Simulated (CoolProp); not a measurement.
Properties of CH3F (R41) along the isotherm -94.05 °C (Tc = 44.1 °C, pc = 5.906 MPa, ω = 0.200).

Model: reference Helmholtz-energy equation of state, Lemmon 2006, in CoolProp. It is a short technical equation, of lower accuracy than the large ones.

```tsv
p (MPa)	phase	Z	cv (kJ/(kg K))	isothermal compressibility (1/MPa)
0.187	liquid	0.004680	1.316	[?]
0.302	liquid	0.007556	1.316	0.001250
0.487	liquid	0.01218	1.316	[?]
0.788	liquid	0.01970	1.316	0.001242
1.27	liquid	0.03174	1.316	0.001235
2.06	liquid	0.05143	1.316	0.001222
3.32	liquid	0.08276	1.316	0.001203
5.37	liquid	0.1335	1.316	0.001174
8.67	liquid	0.2148	1.316	0.001129
14	liquid	0.3448	1.316	0.001065
22.6	liquid	0.5518	1.317	0.0009777
36.6	liquid	0.8822	[?]	0.0008649
59.1	liquid	1.399	1.327	[?]
```

**Question.** Complete the blanks.

**Answer.** 
- 0.187, isothermal compressibility (1/MPa): 0.001252
- 0.487, isothermal compressibility (1/MPa): 0.001247
- 36.6, cv (kJ/(kg K)): 1.320
- 59.1, isothermal compressibility (1/MPa): 0.0007334
